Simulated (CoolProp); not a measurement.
Vapour-liquid equilibrium of ethylene (1) + propylene (2) at 171.5 K; x and y are mole fractions of (1).

The numbers come from the multi-fluid Helmholtz-energy mixture model, Smukala 2000 and Lemmon 2013; pair parameters Bell 2016 in CoolProp.

| x | bubble pressure (MPa) | y at the bubble point | dew pressure at overall composition x (MPa) | liquid density (mol/L) |
|---|---|---|---|---|
| 0.05 | 0.009686 | 0.656 | 0.003670 | 16.19 |
| 0.125 | 0.01893 | 0.837 | 0.003976 | 16.46 |
| 0.2 | 0.02803 | 0.898 | 0.004337 | 16.75 |
| 0.275 | 0.03692 | 0.929 | 0.004771 | 17.04 |
| 0.35 | 0.04555 | 0.948 | 0.005300 | 17.33 |
| 0.425 | 0.05392 | 0.961 | 0.005962 | 17.63 |
| 0.5 | 0.06203 | 0.970 | 0.006813 | 17.94 |
| 0.575 | 0.06994 | 0.977 | 0.007946 | 18.25 |
| 0.65 | 0.07769 | 0.982 | 0.009532 | 18.57 |
| 0.725 | 0.08537 | 0.987 | 0.01191 | 18.90 |
| 0.8 | 0.09308 | 0.991 | 0.01586 | 19.23 |
| 0.875 | 0.1009 | 0.994 | 0.02371 | 19.56 |
| 0.95 | 0.1090 | 0.998 | 0.04670 | 19.90 |

No azeotrope shows between x = 0.05 and 0.95.

Pair parameters are fitted to limited data, so mixtures are less certain than the pure fluids.
